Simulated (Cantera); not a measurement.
A closed system holds: 1 mol C2F6, 0.13 mol Si, held at 0.450 bar.

These are equilibrium values from Cantera (NASA tables, ideal gas, pure condensed phases), not measurements of a reactor. Candidate condensed phases: C, Si, SiC; 23 gas species. The feed counts by its element totals alone. Gases not in the tables: C2F6 and larger saturated fluorocarbons. Equilibrium is a limit: real reactors are often held back by kinetics, nucleation or transport.

Task: Which condensed phases are stable at each of these points (T (K)): 2523, 2598, 2673, 2748, 2823, 2898, 2973, 3048?

Result: 
| T (K) | condensed phases | Si condensed (%) |
|---|---|---|
| 2523 | C(graphite) | 0.0 |
| 2598 | C(graphite) | 0.0 |
| 2673 | C(graphite) | 0.0 |
| 2748 | gas only | 0.0 |
| 2823 | gas only | 0.0 |
| 2898 | gas only | 0.0 |
| 2973 | gas only | 0.0 |
| 3048 | C(graphite) | 0.0 |

From 2523 K to 2673 K the condensed part is C(graphite). From 2748 K to 2973 K nothing is condensed. At 3048 K the condensed part is C(graphite).
